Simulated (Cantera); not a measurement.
Input: 1 mol C, 0.041 mol H2O, 1 mol H2, equilibrated at 0.940 bar.

These are equilibrium values from Cantera (NASA tables, ideal gas, pure condensed phases), not measurements of a reactor. Candidate condensed phases: C, C6H6, C7H8, C8H18, H2O; 110 gas species. Kinetics and transport are ignored. All values below are at 1302 °C.

Base state: H2 0.960, CO 0.0379, CH4 0.00158, H 4.20e-5, H2O 3.51e-5, C2H2 (acetylene) 2.03e-5 (mole fractions); condensed: C(graphite).

What changes in the equilibrium state with this change: 0.029 mol CO2 added?


```tsv
species	before	after
H2	0.960	0.912
CO	0.0379	0.0869
CH4	0.00158	0.00142
H2O	3.51e-5	7.64e-5
C2H2 (acetylene)	2.03e-5	1.92e-5
C(graphite), mol	0.957	0.928
```
